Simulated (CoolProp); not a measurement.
Values from CoolProp's reference Helmholtz-energy equation of state, Lemmon 2006. It is a short technical equation, of lower accuracy than the large ones.

### Question
Give the vapour pressure (kPa), enthalpy of vaporisation (kJ/kg), liquid cp (kJ/(kg K)), surface tension (mN/m) of saturated neopentane at 45.65, 90.15, 99.05 °C.

### Answer
```
T (°C)  p (kPa)  enthalpy of vaporisation (kJ/kg)  liquid cp (kJ/(kg K))  surface tension (mN/m)
------  -------  --------------------------------  ---------------------  ----------------------
45.65       316                               285                   2.44                    8.95
90.15       916                               237                   2.79                    4.95
99.05      1100                               225                   2.89                    4.20
```

Surface tension comes from a separate correlation (Mulero 2014).
